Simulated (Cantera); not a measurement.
Gas mixture: NO = 0.75 (molar parts), at 0.860 bar, frozen composition.

Cantera's kinetic-theory transport with the Lennard-Jones parameters of GRI-Mech 3.0, ideal gas; thermal conductivity in the multicomponent form. The composition is frozen, though it would react at the higher temperatures.

D: mixture-averaged diffusion coefficient of that species in the mixture.

| T (K) | ρ (kg/m³) | cp (J/kg/K) | μ (µPa s) | λ (mW/m/K) | Pr | D (cm²/s) OH | D (cm²/s) CO2 | D (cm²/s) N2 |
|---|---|---|---|---|---|---|---|---|
| 400 | 0.776 | 998.6 | 23.1 | 32.5 | 0.711 | [?] | 0.307 | 0.399 |
| 550 | 0.564 | 1028 | 28.9 | 41.9 | 0.709 | [?] | 0.540 | 0.688 |
| 700 | 0.443 | 1067 | 34.0 | 51.2 | 0.708 | [?] | 0.819 | 1.03 |
| 850 | 0.365 | 1104 | 38.6 | 60.2 | 0.708 | [?] | 1.14 | 1.43 |
| 1000 | 0.310 | 1133 | 42.9 | 68.8 | 0.707 | [?] | 1.50 | 1.88 |
| 1150 | 0.270 | 1153 | 47.0 | 76.7 | 0.707 | [?] | 1.90 | 2.37 |
| 1300 | 0.239 | 1171 | 50.9 | 84.4 | 0.707 | [?] | 2.33 | 2.90 |
| 1450 | 0.214 | 1186 | 54.7 | 91.8 | 0.707 | [?] | 2.80 | 3.48 |

Q: Fill in the missing entries.

A: 
- 400, D (cm²/s) OH: 0.609
- 550, D (cm²/s) OH: 1.05
- 700, D (cm²/s) OH: 1.57
- 850, D (cm²/s) OH: 2.17
- 1000, D (cm²/s) OH: 2.85
- 1150, D (cm²/s) OH: 3.59
- 1300, D (cm²/s) OH: 4.41
- 1450, D (cm²/s) OH: 5.28
